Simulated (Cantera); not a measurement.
An isothermal, constant-pressure homogeneous reactor starts with 11.4 % H₂, 14.8 % O₂, 73.9 % N₂, at 1350 K and 100.0 Torr.

Detailed kinetics in Cantera: the H2/O2 subset of GRI-Mech 3.0, which has no nitrogen chemistry. The temperature is held fixed by assumption; the heat of reaction is taken as removed at once.

One state of this run: x H₂ = 9.01e-6; x O₂ = 0.0963; x OH = 0.000174; x O = 1.45e-5; x HO₂ = 1.83e-7; x H₂O = 0.120. x: mole fraction; the columns are a selection and need not sum to one.

### Question
Which value of t (s) does it belong to?
(A) 6.00e-5
(B) 0.0519
(C) 0.0134
(D) 3.00

### Answer
B, 0.0519
